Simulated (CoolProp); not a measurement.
Vapour-liquid equilibrium of dimethyl ether (1) + R236FA (2) at 1570 kPa; x and y are mole fractions of (1).

The numbers come from the multi-fluid Helmholtz-energy mixture model, Wu 2011 and Pan 2012; pair parameters Bell 2016 in CoolProp.

```csv
x,bubble temperature (K),y at the bubble point,dew temperature at overall composition x (K),liquid density (mol/L)
0.05,363.3,0.051,363.3,7.299
0.2,362.5,0.217,362.6,7.935
0.35,360.6,0.399,361.2,8.651
0.5,357.0,0.585,358.8,9.464
0.65,351.8,0.756,355.3,10.38
0.8,345.4,0.891,350.1,11.40
0.95,338.8,0.980,341.4,12.48
```

No azeotrope shows between x = 0.05 and 0.95.

Pair parameters are fitted to limited data, so mixtures are less certain than the pure fluids.
